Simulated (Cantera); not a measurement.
Input: 1 mol SiH₄, 0.3 mol C₂H₄, 1800 mol H₂, at 13300 Pa.

Method: chemical equilibrium by Gibbs-energy minimisation in Cantera with the NASA 1993 tables (ideal gas, pure condensed phases). Candidate condensed phases: C, C₆H₆, C₇H₈, C₈H₁₈, Si, SiC; 87 gas species. Gases not in the tables: Si₂H₆ and higher silanes. Equilibrium is a limit: real reactors are often held back by kinetics, nucleation or transport.

Which condensed phases are stable at each of these points (T (K)): 2023, 2073, 2123, 2173, 2223, 2273, 2323, 2373?


| T (K) | condensed phases | Si condensed (%) |
|---|---|---|
| 2023 | SiC(s) | 50.5 |
| 2073 | SiC(s) | 34.5 |
| 2123 | SiC(s) | 3.2 |
| 2173 | gas only | 0.0 |
| 2223 | gas only | 0.0 |
| 2273 | gas only | 0.0 |
| 2323 | gas only | 0.0 |
| 2373 | gas only | 0.0 |

From 2023 K to 2123 K the condensed part is SiC(s). From 2173 K to 2373 K nothing is condensed.
